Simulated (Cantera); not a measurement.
A perfectly stirred reactor is fed with 66.7 % NH3, 33.3 % H2, at 0.188 atm; it is held at 1775 K, and followed from long to short residence time.

Model: the gas-phase N/H chemistry of the illustrative SiF4/NH3 mechanism in the Surface Chemkin manual (1991), integrated in Cantera. Walls and surfaces, which speed up NH3 decomposition in real reactors, are not modelled.

Problem. Predict: x(NH3) at τ = 0.310 s; x(H2) at τ = 0.310 s; x(N2H2) at τ = 0.310 s; x(N) at τ = 0.310 s; x(NH) at τ = 0.310 s; x(NH3) at τ = 12.0 ms; x(H2) at τ = 12.0 ms; x(N2H2) at τ = 12.0 ms; x(N) at τ = 12.0 ms; x(NH) at τ = 12.0 ms.

Solution. 
```
Property                  Value
----------------------  -------
x(NH3) at τ = 0.310 s     0.574
x(H2) at τ = 0.310 s      0.398
x(N2H2) at τ = 0.310 s  1.24e-6
x(N) at τ = 0.310 s     8.21e-8
x(NH) at τ = 0.310 s    2.23e-6
x(NH3) at τ = 12.0 ms     0.663
x(H2) at τ = 12.0 ms      0.336
x(N2H2) at τ = 12.0 ms  1.34e-6
x(N) at τ = 12.0 ms     6.51e-8
x(NH) at τ = 12.0 ms    2.03e-6
```
